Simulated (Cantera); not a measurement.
## FeS + H2S + N2 (roasting and sulfation)

Charge: 1 mol FeS, 0.42 mol H2S, 15 mol N2, equilibrated at 14300 Torr.

These are equilibrium values from Cantera (NASA tables, ideal gas, pure condensed phases), not measurements of a reactor. Candidate condensed phases: Fe, FeS, FeS2, S; 16 gas species. FeS: taken at fixed stoichiometry. Gases not in the tables: S3 to S7. Kinetics and transport are ignored.

```json
[
 {"T (K)": "725", "log p N2": "1.27", "log p H2S": "-0.33", "log p H2": "-1.27", "log p S2": "-5.92", "log p NH3": "-3.44", "n FeS(s)": "0.956", "n FeS2(s)": "0.0436"},
 {"T (K)": "750", "log p N2": "1.27", "log p H2S": "-0.32", "log p H2": "-1.39", "log p S2": "-5.24", "log p NH3": "-3.74", "n FeS(s)": "0.967", "n FeS2(s)": "0.0333"},
 {"T (K)": "775", "log p N2": "1.27", "log p H2S": "-0.31", "log p H2": "-1.50", "log p S2": "-4.60", "log p NH3": "-4.03", "n FeS(s)": "0.974", "n FeS2(s)": "0.0257"},
 {"T (K)": "800", "log p N2": "1.27", "log p H2S": "-0.31", "log p H2": "-1.61", "log p S2": "-4.01", "log p NH3": "-4.30", "n FeS(s)": "0.980", "n FeS2(s)": "0.0200"},
 {"T (K)": "825", "log p N2": "1.27", "log p H2S": "-0.30", "log p H2": "-1.71", "log p S2": "-3.44", "log p NH3": "-4.56", "n FeS(s)": "0.985", "n FeS2(s)": "0.0154"},
 {"T (K)": "850", "log p N2": "1.27", "log p H2S": "-0.30", "log p H2": "-1.80", "log p S2": "-2.92", "log p NH3": "-4.80", "n FeS(s)": "0.989", "n FeS2(s)": "0.0109"},
 {"T (K)": "875", "log p N2": "1.27", "log p H2S": "-0.30", "log p H2": "-1.89", "log p S2": "-2.42", "log p NH3": "-5.03", "n FeS(s)": "0.996", "n FeS2(s)": "0.00427"},
 {"T (K)": "900", "log p N2": "1.27", "log p H2S": "-0.30", "log p H2": "-1.87", "log p S2": "-2.17", "log p NH3": "-5.08", "n FeS(s)": "1.00", "n FeS2(s)": "0"},
 {"T (K)": "925", "log p N2": "1.27", "log p H2S": "-0.30", "log p H2": "-1.78", "log p S2": "-2.08", "log p NH3": "-5.03", "n FeS(s)": "1.00", "n FeS2(s)": "0"},
 {"T (K)": "950", "log p N2": "1.27", "log p H2S": "-0.30", "log p H2": "-1.69", "log p S2": "-1.99", "log p NH3": "-4.98", "n FeS(s)": "1.00", "n FeS2(s)": "0"},
 {"T (K)": "975", "log p N2": "1.27", "log p H2S": "-0.31", "log p H2": "-1.61", "log p S2": "-1.91", "log p NH3": "-4.94", "n FeS(s)": "1.00", "n FeS2(s)": "0"},
 {"T (K)": "1000", "log p N2": "1.27", "log p H2S": "-0.31", "log p H2": "-1.53", "log p S2": "-1.83", "log p NH3": "-4.90", "n FeS(s)": "1.00", "n FeS2(s)": "0"},
 {"T (K)": "1025", "log p N2": "1.27", "log p H2S": "-0.32", "log p H2": "-1.46", "log p S2": "-1.76", "log p NH3": "-4.86", "n FeS(s)": "1.00", "n FeS2(s)": "0"}
]
```
log p: log10 of the partial pressure in bar; n: condensed amount in mol.

From 725 K to 875 K the condensed part is FeS(s) + FeS2(s). From 900 K to 1025 K the condensed part is FeS(s).
